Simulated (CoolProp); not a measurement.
Vapour-liquid equilibrium of isobutene (1) + n-butane (2) at 247.5 K; x and y are mole fractions of (1).

The numbers come from the multi-fluid Helmholtz-energy mixture model, Lemmon 2005 and Bücker 2006; pair parameters Bell 2016 in CoolProp.

```json
[
 {"x": "0.05", "bubble pressure, mixture model (bar)": "0.3554", "bubble pressure, Raoult's law (bar)": "0.3537", "y, mixture model": "0.069", "y, Raoult's law": "0.065"},
 {"x": "0.15", "bubble pressure, mixture model (bar)": "0.3689", "bubble pressure, Raoult's law (bar)": "0.3647", "y, mixture model": "0.195", "y, Raoult's law": "0.188"},
 {"x": "0.25", "bubble pressure, mixture model (bar)": "0.3814", "bubble pressure, Raoult's law (bar)": "0.3757", "y, mixture model": "0.310", "y, Raoult's law": "0.305"},
 {"x": "0.35", "bubble pressure, mixture model (bar)": "0.3932", "bubble pressure, Raoult's law (bar)": "0.3867", "y, mixture model": "0.417", "y, Raoult's law": "0.415"},
 {"x": "0.45", "bubble pressure, mixture model (bar)": "0.4043", "bubble pressure, Raoult's law (bar)": "0.3977", "y, mixture model": "0.517", "y, Raoult's law": "0.518"},
 {"x": "0.55", "bubble pressure, mixture model (bar)": "0.4148", "bubble pressure, Raoult's law (bar)": "0.4087", "y, mixture model": "0.612", "y, Raoult's law": "0.617"},
 {"x": "0.65", "bubble pressure, mixture model (bar)": "0.4250", "bubble pressure, Raoult's law (bar)": "0.4197", "y, mixture model": "0.703", "y, Raoult's law": "0.710"},
 {"x": "0.75", "bubble pressure, mixture model (bar)": "0.4348", "bubble pressure, Raoult's law (bar)": "0.4307", "y, mixture model": "0.791", "y, Raoult's law": "0.798"},
 {"x": "0.85", "bubble pressure, mixture model (bar)": "0.4443", "bubble pressure, Raoult's law (bar)": "0.4417", "y, mixture model": "0.877", "y, Raoult's law": "0.882"},
 {"x": "0.95", "bubble pressure, mixture model (bar)": "0.4536", "bubble pressure, Raoult's law (bar)": "0.4527", "y, mixture model": "0.959", "y, Raoult's law": "0.962"}
]
```

The largest gap from Raoult's law is +1.7 % in bubble pressure, at x = 0.35. No azeotrope shows between x = 0.05 and 0.95.

The pair parameters rest on a limited set of measurements; away from them the model extrapolates.
